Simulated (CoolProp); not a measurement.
Vapour pressure (kPa) of CH2F2 (R32): the reference equation beside estimates from Tc = 351.3 K, pc = 5783 kPa, ω = 0.277.

Model: reference Helmholtz-energy equation of state, Tillner-Roth 1997, in CoolProp.

```tsv
T (K)	reference	Lee-Kesler	van der Waals	Redlich-Kwong	Soave-Redlich-Kwong	Peng-Robinson
195.5	21.93	20.17	321.0	51.38	20.52	…
208.8	50.69	48.09	476.0	107.3	48.56	49.80
222.1	104.5	101.6	675.5	201.2	102.0	103.2
235.4	196.3	194.3	…	346.2	194.4	194.9
248.7	341.9	342.7	1228	556.3	342.4	340.9
262	559.7	565.3	1590	845.4	565.4	560.2
275.3	870.6	882.1	2015	1227	884.8	874.1
288.6	1297	1315	2505	1714	1324	…
301.9	1866	1887	3064	2319	1907	1882
315.2	2605	2626	3695	3054	2661	2631
328.5	3548	3568	4399	3929	3613	3583
```

Fill in the missing entries.


- 195.5, Peng-Robinson: 21.41
- 235.4, van der Waals: 924.8
- 288.6, Peng-Robinson: 1306

Absolute difference from the reference over all 11 rows, mean and median: Lee-Kesler 2.1 and 1.1 %, van der Waals 356.2 and 184.1 %, Redlich-Kwong 59.5 and 51.0 %, Soave-Redlich-Kwong 2.3 and 2.1 %, Peng-Robinson 0.9 and 0.9 %.
